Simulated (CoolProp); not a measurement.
Vapour-liquid equilibrium of isobutene (1) + acetone (2) at 0.641 bar; x and y are mole fractions of (1).

Values from CoolProp's multi-fluid Helmholtz-energy mixture model, Lemmon 2005 and Lemmon 2006; pair parameters Bell 2016.

Question: Give the bubble temperature and the first vapour's composition at x = 0.425, 0.65, 0.8. Is there an azeotrope?

Answer: x = 0.425: 261.9 K, y = 0.942; x = 0.65: 259.3 K, y = 0.956; x = 0.8: 257.8 K, y = 0.966. No azeotrope shows between x = 0.05 and 0.95.

The pair parameters rest on a limited set of measurements; away from them the model extrapolates. With so large a gap from Raoult's law the liquid may split in two, which this calculation doesn't test in full.
